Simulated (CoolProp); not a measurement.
A single-stage vapour-compression cycle with isobutane: evaporating at 244.15 K (dew point), condensing at 301.15 K (bubble point), superheat 5 K, subcooling 8 K, compressor efficiency 0.7, no pressure losses. Each further row changes one setting.

Model: reference Helmholtz-energy equation of state, Bücker 2006, in CoolProp.

| case | cooling COP | pressure ratio | discharge temperature (K) | refrigerating effect (kJ/kg) | volumetric capacity (kJ/m³) |
|---|---|---|---|---|---|
| as stated | 2.50 | 7.83 | 323.5 | 276 | 387 |
| evaporating temperature 249.15 K | 2.87 | 6.26 | 320.9 | 283 | 488 |
| condensing temperature 296.15 K | 2.82 | 6.77 | 318.2 | 288 | 404 |
| subcooling 13 K | 2.61 | 7.83 | 323.5 | 288 | 404 |
| superheat 15 K | 2.53 | 7.83 | 333.8 | 291 | 391 |
| compressor efficiency 0.6 | 2.15 | 7.83 | 333.2 | 276 | 387 |
